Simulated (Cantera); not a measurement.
A closed system holds: 1 mol TiO₂, 2.4 mol CO, 17 mol N₂, at 75.0 Torr.

Method: chemical equilibrium by Gibbs-energy minimisation in Cantera with the NASA 1993 tables (ideal gas, pure condensed phases). Candidate condensed phases: C, Ti, TiC, TiN, TiO, TiO₂, Ti₂O₃, Ti₃O₅, Ti₄O₇; 27 gas species. Mutual solubility and eutectic melting of coexisting phases are not modelled. Condensed phases not in the tables: Magnéli phases beyond Ti₄O₇. The numbers say what is thermodynamically allowed, not how fast it happens.

x: gas mole fraction; n: condensed amount in mol.

| T (K) | x N₂ | x CO | x CO₂ | x NO | x TiO₂ | n C(graphite) | n TiO₂(rutile) | n Ti₄O₇(s) | n Ti₄O₇(l) |
|---|---|---|---|---|---|---|---|---|---|
| 1000 | 0.877 | 0.122 | 0.000846 | <1e-12 | <1e-12 | 0.0164 | 1.00 | 0 | 0 |
| 1100 | 0.876 | 0.123 | 0.000135 | <1e-12 | <1e-12 | 0.00261 | 1.00 | 0 | 0 |
| 1200 | 0.876 | 0.124 | 9.57e-5 | <1e-12 | <1e-12 | 0 | 0.993 | 0.00186 | 0 |
| 1300 | 0.876 | 0.124 | 0.000210 | <1e-12 | <1e-12 | 0 | 0.984 | 0.00407 | 0 |
| 1400 | 0.876 | 0.123 | 0.000416 | 1.75e-11 | <1e-12 | 0 | 0.968 | 0.00807 | 0 |
| 1500 | 0.876 | 0.123 | 0.000762 | 2.70e-10 | 1.00e-11 | 0 | 0.941 | 0.0148 | 0 |
| 1600 | 0.876 | 0.122 | … | … | … | 0 | 0.899 | … | 0 |
| 1700 | 0.876 | 0.122 | … | … | … | 0 | 0.836 | … | 0 |
| 1800 | 0.876 | 0.120 | 0.00326 | 1.69e-7 | 3.69e-8 | 0 | 0.747 | 0.0633 | 0 |
| 1900 | 0.876 | 0.119 | 0.00483 | 9.29e-7 | 3.15e-7 | 0 | 0.625 | 0.0937 | 0 |
| 2000 | 0.876 | 0.114 | 0.00956 | 6.17e-6 | 2.16e-6 | 0 | 0.257 | 0 | 0.186 |
| 2100 | 0.876 | 0.111 | 0.0129 | 2.46e-5 | 1.03e-5 | 0 | 0 | 0 | 0.250 |
| 2200 | 0.876 | 0.111 | 0.0128 | 6.38e-5 | 3.93e-5 | 0 | 0 | 0 | 0.250 |
| 2300 | 0.876 | 0.111 | 0.0126 | 0.000151 | 0.000132 | 0 | 0 | 0 | 0.249 |

Task: Complete the blanks.

Result: 
- 1700, x CO₂: 0.00211
- 1700, x NO: 2.52e-8
- 1700, x TiO₂: 3.32e-9
- 1700, n Ti₄O₇(s): 0.0410
- 1600, x CO₂: 0.00130
- 1600, x NO: 2.99e-9
- 1600, x TiO₂: 2.20e-10
- 1600, n Ti₄O₇(s): 0.0253
